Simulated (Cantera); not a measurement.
# Stirred combustor or abatement burner

A perfectly stirred reactor is fed with CH4 : O2 : N2 = 1 : 1.33 : 5.01 (molar parts), at 23000 Pa; it is adiabatic with a 675 K inlet, and is followed from long to short residence time, starting on the burning branch (τ in s: 0.025, 0.011, 0.0045, 0.0019, 0.00081, 0.00035, 0.00015, 6.2e-05, 2.6e-05).

Detailed kinetics in Cantera: GRI-Mech 3.0 (53 species, 325 reactions).

```json
[
 {"τ (s)": "0.025", "T (K)": "2116", "x CH4": "8.30e-5", "x O2": "0.000372", "x CO2": "0.0370", "x NO": "0.000309", "x CH2": "4.57e-6", "x O": "0.000129", "x CH2CO": "1.17e-7"},
 {"τ (s)": "0.011", "T (K)": "2108", "x CH4": "0.000165", "x O2": "0.000675", "x CO2": "0.0368", "x NO": "0.000298", "x CH2": "9.17e-6", "x O": "0.000152", "x CH2CO": "3.38e-7"},
 {"τ (s)": "0.0045", "T (K)": "2098", "x CH4": "0.000373", "x O2": "0.00141", "x CO2": "0.0361", "x NO": "0.000263", "x CH2": "1.98e-5", "x O": "0.000177", "x CH2CO": "1.25e-6"},
 {"τ (s)": "0.0019", "T (K)": "2079", "x CH4": "0.000846", "x O2": "0.00308", "x CO2": "0.0346", "x NO": "0.000194", "x CH2": "3.95e-5", "x O": "0.000212", "x CH2CO": "4.42e-6"},
 {"τ (s)": "0.00081", "T (K)": "2034", "x CH4": "0.00198", "x O2": "0.00716", "x CO2": "0.0311", "x NO": "0.000101", "x CH2": "7.02e-5", "x O": "0.000273", "x CH2CO": "1.45e-5"},
 {"τ (s)": "0.00035", "T (K)": "675", "x CH4": "0.136", "x O2": "0.181", "x CO2": "<1e-12", "x NO": "<1e-12", "x CH2": "<1e-12", "x O": "<1e-12", "x CH2CO": "<1e-12"},
 {"τ (s)": "0.00015", "T (K)": "675", "x CH4": "0.136", "x O2": "0.181", "x CO2": "<1e-12", "x NO": "<1e-12", "x CH2": "<1e-12", "x O": "<1e-12", "x CH2CO": "<1e-12"},
 {"τ (s)": "6.2e-5", "T (K)": "675", "x CH4": "0.136", "x O2": "0.181", "x CO2": "<1e-12", "x NO": "<1e-12", "x CH2": "<1e-12", "x O": "<1e-12", "x CH2CO": "<1e-12"},
 {"τ (s)": "2.6e-5", "T (K)": "675", "x CH4": "0.136", "x O2": "0.181", "x CO2": "<1e-12", "x NO": "<1e-12", "x CH2": "<1e-12", "x O": "<1e-12", "x CH2CO": "<1e-12"}
]
```
x: mole fraction; the columns are a selection and need not sum to one.
